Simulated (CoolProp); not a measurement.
Saturated liquid density (kg/m³) of n-octane: the reference equation beside estimates from Tc = 295.6 °C, pc = 24.84 bar, ω = 0.398. Rackett uses Z = 0.29056 − 0.08775 ω.

Values from CoolProp's reference Helmholtz-energy equation of state, Beckmüller 2019.

```json
[
 {"T (°C)": "2.05", "reference": "716.9", "Rackett": "725.7", "van der Waals": "396.8", "Redlich-Kwong": "589.8", "Peng-Robinson": "685.5"},
 {"T (°C)": "5.65", "reference": "714.0", "Rackett": "722.8", "van der Waals": "395.5", "Redlich-Kwong": "587.5", "Peng-Robinson": "683.6"},
 {"T (°C)": "9.25", "reference": "711.2", "Rackett": "719.9", "van der Waals": "394.1", "Redlich-Kwong": "585.3", "Peng-Robinson": "681.6"},
 {"T (°C)": "12.85", "reference": "708.3", "Rackett": "717.0", "van der Waals": "392.7", "Redlich-Kwong": "583.0", "Peng-Robinson": "679.7"},
 {"T (°C)": "16.45", "reference": "705.4", "Rackett": "714.1", "van der Waals": "391.3", "Redlich-Kwong": "580.7", "Peng-Robinson": "677.7"},
 {"T (°C)": "20.05", "reference": "702.5", "Rackett": "711.1", "van der Waals": "389.9", "Redlich-Kwong": "578.3", "Peng-Robinson": "675.6"},
 {"T (°C)": "23.65", "reference": "699.6", "Rackett": "708.2", "van der Waals": "388.5", "Redlich-Kwong": "576.0", "Peng-Robinson": "673.5"},
 {"T (°C)": "27.25", "reference": "696.7", "Rackett": "705.2", "van der Waals": "387.0", "Redlich-Kwong": "573.6", "Peng-Robinson": "671.4"},
 {"T (°C)": "30.85", "reference": "693.7", "Rackett": "702.2", "van der Waals": "385.6", "Redlich-Kwong": "571.1", "Peng-Robinson": "669.3"}
]
```

Absolute difference from the reference over all 9 rows, mean and median: Rackett 1.2 and 1.2 %, van der Waals 44.5 and 44.5 %, Redlich-Kwong 17.7 and 17.7 %, Peng-Robinson 3.9 and 3.9 %.
